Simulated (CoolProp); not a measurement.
Vapour-liquid equilibrium of R134a (1) + R236FA (2) at 15 bar; x and y are mole fractions of (1).

Values from CoolProp's multi-fluid Helmholtz-energy mixture model, Tillner-Roth 1994 and Pan 2012; pair parameters Bell 2016.

| x | bubble temperature (K) | y at the bubble point | dew temperature at overall composition x (K) | liquid density (mol/L) |
|---|---|---|---|---|
| 0.05 | 359.3 | ? | 360.0 | 7.324 |
| 0.125 | 356.5 | 0.183 | 358.0 | ? |
| 0.2 | 353.7 | ? | 356.0 | 7.768 |
| 0.275 | 350.9 | 0.378 | 353.9 | 7.998 |
| 0.35 | 348.3 | 0.466 | 351.8 | 8.233 |
| 0.425 | 345.7 | 0.548 | 349.5 | 8.473 |
| 0.5 | 343.2 | 0.623 | 347.2 | 8.720 |
| 0.575 | 340.8 | 0.694 | 344.8 | 8.974 |
| 0.65 | ? | 0.758 | 342.3 | 9.234 |
| 0.725 | 336.1 | 0.818 | 339.6 | 9.502 |
| 0.8 | 333.9 | 0.874 | 336.8 | 9.779 |
| 0.875 | 331.8 | 0.924 | 333.9 | 10.06 |
| 0.95 | 329.7 | 0.971 | 330.7 | 10.36 |

Problem. Some entries are withheld; supply them.

Solution. 
- 0.05, y at the bubble point: 0.076
- 0.125, liquid density (mol/L): 7.544
- 0.2, y at the bubble point: 0.284
- 0.65, bubble temperature (K): 338.4

No azeotrope shows between x = 0.05 and 0.95.

Pair parameters are fitted to limited data, so mixtures are less certain than the pure fluids.
